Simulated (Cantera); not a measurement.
Input (Python, Cantera) and output of one run.

```python
import numpy as np
import cantera as ct

gas_names = """
    B BCL BCL2 BCL3 BH BH2 BH3 BN B2 CL CL2 H HCL H2 N NH NH2 NH3 N2 N2H2 N2H4
""".split()
cond_names = """
    B(b) B(L) BN(s) NH4CL(a) NH4CL(b)
""".split()


# ... load() reads the species with a 1 bar reference pressure and builds the phases ...
atoms = {
    'BN': {'B': 1, 'N': 1},
    'HCl': {'H': 1, 'CL': 1},
    'H2': {'H': 2},
}
top_T = {'BN(s)': 3200}  # K; cautious upper limits of use, not melting points


# ... equilibrate(T, P, feed) seeds the gas with the atoms and calls Mixture.equilibrate('TP', solver="vcs", rtol=1e-11, max_steps=5000) ...
results = []
feed = {'BN': 1, 'HCl': 28, 'H2': 0.79}  # mol
P = 39000  # Pa
for T in [850, 950, 1050, 1150, 1250, 1350, 1450, 1550, 1650, 1750, 1850, 1950, 2050]:
    mix = equilibrate(T, P, feed)
    results.append((T, P, feed, dict(zip(mix.species_names, mix.species_moles))))

top = {s: max(r[3][s] / sum(r[3][g] for g in gas_names) for r in results) for s in gas_names}
cols = sorted((s for s in top if top[s] > 0.0001), key=lambda s: -top[s])[:6]
seen = [c for c in cond_names if any(r[3].get(c, 0) > 1e-12 for r in results)]
print("log10 of partial pressures in bar; condensed amounts in mol")
print(f"{'T/K':>10s}" + "".join(f"{s[:9]:>10s}" for s in cols + seen))
for T, P, feed, n in results:
    ng = sum(n[g] for g in gas_names)
    print(f"{T:10.4g}" + "".join(f"{np.log10(max(n[s] / ng * P / 1e5, 1e-99)):10.3f}" for s in cols)
          + "".join(f"{n.get(c, 0):10.4g}" for c in seen))
```

Output:

```
log10 of partial pressures in bar; condensed amounts in mol
       T/K       HCL        H2      BCL3        N2        CL      BCL2     BN(s)
       850    -0.422    -1.952    -3.513    -3.814   -10.133   -12.906    0.9774
       950    -0.425    -1.913    -2.994    -3.295    -8.744   -10.888    0.9251
      1050    -0.429    -1.843    -2.615    -2.916    -7.639    -9.279    0.8209
      1150    -0.437    -1.755    -2.340    -2.641    -6.742    -7.970    0.6624
      1250    -0.447    -1.663    -2.134    -2.435    -5.999    -6.886    0.4578
      1350    -0.459    -1.575    -1.975    -2.276    -5.374    -5.973    0.2183
      1450    -0.470    -1.508    -1.868    -2.169    -4.829    -5.222         0
      1550    -0.470    -1.508    -1.869    -2.169    -4.316    -4.701         0
      1650    -0.470    -1.508    -1.870    -2.169    -3.864    -4.245         0
      1750    -0.471    -1.508    -1.874    -2.170    -3.463    -3.844         0
      1850    -0.471    -1.507    -1.881    -2.170    -3.106    -3.492         0
      1950    -0.473    -1.506    -1.896    -2.171    -2.785    -3.184         0
      2050    -0.475    -1.506    -1.926    -2.172    -2.497    -2.922         0
```

Equilibrium computed with Cantera from the NASA thermochemical tables; the gas is ideal and each condensed phase is pure. The tables' values for BCl2, BCl are old estimates; treat these amounts as uncertain. Gases not in the tables: BHCl2.
